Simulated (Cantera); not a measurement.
Feed: 1 mol SiH4, 0.32 mol Cl2, 46 mol N2, at 3.90 mbar.

Method: chemical equilibrium by Gibbs-energy minimisation in Cantera with the NASA 1993 tables (ideal gas, pure condensed phases). Candidate condensed phases: NH4Cl, Si, Si3N4; 28 gas species. The numbers say what is thermodynamically allowed, not how fast it happens. All values below are at 1525 K.

Base state: N2 0.951, H2 0.0361, HCl 0.0116, SiCl2 0.000912, H 7.20e-5, Cl 1.85e-5 (mole fractions); condensed: Si3N4(s).

Task: What changes in the equilibrium state with this change: N2 from 46 to 3.7 mol?

Result: 
```tsv
species	before	after
N2	0.951	0.570
H2	0.0361	0.322
HCl	0.0116	0.0974
SiCl2	0.000912	0.0102
SiCl4	1.77e-7	1.58e-5
SiCl3	7.37e-6	0.000233
Si3N4(s), mol	0.319	0.314
```
The tables' values for SiCl3 are old estimates; treat these amounts as uncertain.
